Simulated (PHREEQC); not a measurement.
A solution holds 0.0021 mol/kgw H2SO4, 0.000374 mol/kgw CuSO4 and 0.0029 mol/kgw KCl, at 20 °C and 500 atm. Closed to the air; pH follows from the charge balance.

The numbers come from PHREEQC with the ion-association model, phreeqc.dat.

Question: The ionic strength comes out as 0.00992 mol/kgw. What activity coefficients do HSO4-, H+, Cu+2, KSO4-, CuCl+ get?

Answer: HSO4- 0.91, H+ 0.92, Cu+2 0.68, KSO4- 0.91, CuCl+ 0.90.

Precipitation was switched off in this run. Complexes and solids missing from the database can't appear. Under pressure, the constants of complexes without a molar volume in the database are unreliable.
